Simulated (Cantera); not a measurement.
Standard-state values (1 bar) from the NASA 1993 polynomials, evaluated with Cantera. Values are per mole of reaction as written; species without (g) are pure solids or liquids, kept so even where they would boil at 1 bar.

3 F₂(g) + 3 Sr(OH)₂ ⇌ 3 SrO + O₃(g) + 6 HF(g), with ΔH° = -362.9 kJ and ΔS° = 548.9 J/K at 300 K.

**Question.** How far is the shortcut ΔG° ≈ ΔH°(300 K) − T·ΔS°(300 K) from the full temperature-dependent value at 1223, 1273, 1323, 1373, 1423, 1473, 1523, 1573 K?

**Answer.** 
```csv
T (K),shortcut (kJ),full (kJ),difference (kJ),difference in log10 K,condensed phases
1223,-1034.2,-960.9,-73.3,3.13,"Sr(OH)₂(l), SrO(s)"
1273,-1061.6,-978.4,-83.3,3.42,"Sr(OH)₂(l), SrO(s)"
1323,-1089.1,-995.5,-93.5,3.69,"Sr(OH)₂(l), SrO(s)"
1373,-1116.5,-1012.4,-104.1,3.96,"Sr(OH)₂(l), SrO(s)"
1423,-1144.0,-1028.9,-115.0,4.22,"Sr(OH)₂(l), SrO(s)"
1473,-1171.4,-1045.2,-126.2,4.47,"Sr(OH)₂(l), SrO(s)"
1523,-1198.9,-1061.2,-137.6,4.72,"Sr(OH)₂(l), SrO(s)"
1573,-1226.3,-1077.0,-149.3,4.96,"Sr(OH)₂(l), SrO(s)"
```
The shortcut ignores heat capacities and the phase changes listed.
